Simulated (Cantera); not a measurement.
A freely propagating, adiabatic, planar premixed flame of H2 : O2 : N2 = 1 : 0.455 : 1.71 (molar parts), unburnt at 350 K and 39000 Pa; mixture-averaged transport, grid criteria slope 0.08 and curve 0.16, no radiation.

Model: the H2/O2 subset of GRI-Mech 3.0, which has no nitrogen chemistry, integrated in Cantera. Burning velocities carry a grid error of a few per cent, more on coarse grids.

What does this change do: N2 1.71 to 2.2 parts?


```
quantity                    before     after
------------------------  --------  --------
laminar burning velocity  304 cm/s  233 cm/s
thermal thickness          1.29 mm   1.35 mm
peak x(H2O2)               6.53e-5   5.75e-5
peak x(HO2)               0.000268  0.000225
peak x(O)                   0.0108   0.00767
```
